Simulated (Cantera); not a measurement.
Feed: 1 mol CH₃SiCl₃, 0.11 mol CH₄, 90 mol H₂, at 1250 K and 2700 Pa.

Cantera equilibrium calculation (NASA polynomials, part measured and part estimated; ideal gas, pure solids and liquids). Candidate condensed phases: C, C₆H₆, C₇H₈, C₈H₁₈, Si, SiC; 109 gas species. The feed counts by its element totals alone. Rates play no part.

Base state: H₂ 0.968, HCl 0.0322, CH₄ 0.000278 (mole fractions); condensed: C(graphite) + SiC(s).

### Question
What changes in the equilibrium state with this change: CH₃SiCl₃ replaced by SiH₄?

### Answer
```
species             before    after
----------------  --------  -------
H₂                   0.968    1.000
CH₄               0.000278  6.71e-7
HCl                 0.0322        0
C(graphite), mol    0.0847        0
SiC(s), mol          0.999    0.110
Si(s), mol               0    0.890
```
Mutual solubility and eutectic melting of coexisting phases are not modelled.
